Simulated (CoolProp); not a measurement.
A Linde-Hampson liquefier for CF4 (R14): isothermal reversible compression at 320 K from 1 atm to 20 MPa, throttling to 1 atm, return gas leaving the recuperator 0 K below the feed. Each further row changes one setting.

The numbers come from the reference Helmholtz-energy equation of state, Platzer 1990 in CoolProp. This equation is an older, rougher fit; its heat capacities, sound speeds and derivatives of the liquid may be far off and weren't checked against measurements.

```
case                        liquid yield per pass  compression work (kJ/kg of gas)
--------------------------  ---------------------  -------------------------------
as stated                                   0.226                              148
high pressure 40 MPa                        0.253                              [?]
warm-end temperature 350 K                    [?]                              [?]
warm-end gap 5 K                            0.214                              148
```

Task: Fill in the missing entries.

Result: 
- high pressure 40 MPa, compression work (kJ/kg of gas): 169
- warm-end temperature 350 K, liquid yield per pass: 0.172
- warm-end temperature 350 K, compression work (kJ/kg of gas): 166
